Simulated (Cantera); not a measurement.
Silicon epitaxy and polysilicon growth: SiCl4 + HCl + N2 + Cl2

Feed: 1 mol SiCl4, 0.3 mol HCl, 290 mol N2, a varied amount of Cl2, at 1198.15 K and 10.0 mbar.

These are equilibrium values from Cantera (NASA tables, ideal gas, pure condensed phases), not measurements of a reactor. Candidate condensed phases: NH4Cl, Si, Si3N4; 28 gas species. The numbers say what is thermodynamically allowed, not how fast it happens.

From 0.0047 mol Cl2 to 0.96 mol Cl2 nothing is condensed. The main Si-bearing gas is SiCl4 throughout.

```csv
n(Cl2) (mol),x N2,x SiCl4,x Cl2,x Cl,x HCl
0.0047,0.996,0.00343,6.42e-7,3.71e-5,0.00103
0.0092,0.995,0.00343,1.85e-6,6.30e-5,0.00103
0.018,0.995,0.00343,6.00e-6,0.000114,0.00103
0.035,0.995,0.00343,1.92e-5,0.000203,0.00103
0.068,0.995,0.00343,5.77e-5,0.000352,0.00103
0.13,0.995,0.00343,0.000156,0.000580,0.00103
0.26,0.994,0.00343,0.000418,0.000947,0.00103
0.5,0.993,0.00342,0.000985,0.00145,0.00103
0.96,0.991,0.00342,0.00220,0.00217,0.00103
```
x: gas mole fraction; nothing condenses.
